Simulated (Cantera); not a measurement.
Charge: 1 mol MgO, 16 mol CO, 0.16 mol H₂, held at 575 °C and 190000 Pa.

Equilibrium computed with Cantera from the NASA thermochemical tables; the gas is ideal and each condensed phase is pure. Candidate condensed phases: C, C₆H₆, C₇H₈, C₈H₁₈, H₂O, Mg, MgCO₃, MgO, Mg(OH)₂; 116 gas species. Rates play no part.

Base state: CO₂ 0.842, CO 0.140, H₂O 0.0121, H₂ 0.00619, CH₄ 4.65e-5 (mole fractions); condensed: C(graphite) + MgO(s).

Problem. What changes in the equilibrium state with this change: 0.39 mol CH₄ added?

Solution. 
```
species            before    after
----------------  -------  -------
CO₂                 0.842    0.767
CO                  0.140    0.133
H₂O                0.0121   0.0643
H₂                0.00619   0.0345
CH₄               4.65e-5  0.00145
C(graphite), mol     7.44     8.06
MgO(s), mol          1.00     1.00
```
